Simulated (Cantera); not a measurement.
# Equilibrium for carbon deposition, reforming and gasification: C + O2 + CO2

A closed system holds: 1 mol C, a varied amount of O2, 0.12 mol CO2, at 1948 K and 0.0100 bar.

These are equilibrium values from Cantera (NASA tables, ideal gas, pure condensed phases), not measurements of a reactor. Candidate condensed phases: C; 12 gas species. Equilibrium is a limit: real reactors are often held back by kinetics, nucleation or transport.

| n(O2) (mol) | x CO | x CO2 | x O2 | x O | x C2O | n C(graphite) |
|---|---|---|---|---|---|---|
| 0.11 | 1.00 | 3.30e-7 | <1e-12 | 1.24e-11 | 1.03e-9 | 0.660 |
| 0.14 | 1.00 | 3.30e-7 | <1e-12 | 1.24e-11 | 1.03e-9 | 0.600 |
| 0.16 | 1.00 | 3.30e-7 | <1e-12 | 1.24e-11 | 1.03e-9 | 0.560 |
| 0.19 | 1.00 | 3.30e-7 | <1e-12 | 1.24e-11 | 1.03e-9 | 0.500 |
| 0.23 | 1.00 | 3.30e-7 | <1e-12 | 1.24e-11 | 1.03e-9 | 0.420 |
| 0.27 | 1.00 | 3.30e-7 | <1e-12 | 1.24e-11 | 1.03e-9 | 0.340 |
| 0.32 | 1.00 | 3.30e-7 | <1e-12 | 1.24e-11 | 1.03e-9 | 0.240 |
| 0.38 | 1.00 | 3.30e-7 | <1e-12 | 1.24e-11 | 1.03e-9 | 0.120 |
| 0.46 | 0.964 | 0.0357 | 9.82e-8 | 1.39e-6 | <1e-12 | 0 |
| 0.54 | 0.821 | 0.179 | 3.38e-6 | 8.17e-6 | <1e-12 | 0 |
| 0.65 | 0.625 | 0.375 | 2.58e-5 | 2.25e-5 | <1e-12 | 0 |
x: gas mole fraction; n: condensed amount in mol.

From 0.11 mol O2 to 0.38 mol O2 the condensed part is C(graphite). From 0.46 mol O2 to 0.65 mol O2 nothing is condensed. The main C-bearing gas is CO throughout.
